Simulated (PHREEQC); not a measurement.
Dissolve 21 mmol/kgw HCl, 7.5 mmol/kgw ZnSO4, 0.23 mmol/kgw CuCl2 and 1.1 mmol/kgw NaHCO3 at 25 °C. Closed to the air; pH follows from the charge balance.

Computed with PHREEQC (ion-association model, wateq4f.dat).

```yaml
pH: 1.83
ionic_strength: 0.0406 mol/kgw
total_alkalinity: -19.9 meq/kg
```

| species | molality | activity | log γ |
|---|---|---|---|
| Cl- | 0.0213 | 0.0176 | -0.083 |
| H+ | 0.0171 | 0.0147 | -0.064 |
| Zn+2 | 0.00610 | 0.00310 | -0.294 |
| SO4-2 | 0.00337 | 0.00165 | -0.311 |
| HSO4- | 0.00283 | 0.00236 | -0.079 |
| ZnSO4 | 0.00119 | 0.00120 | 0.004 |
| CO2 | 0.00110 | 0.00111 | 0.004 |
| Na+ | 0.00109 | 0.000911 | -0.078 |

Precipitation was switched off in this run.
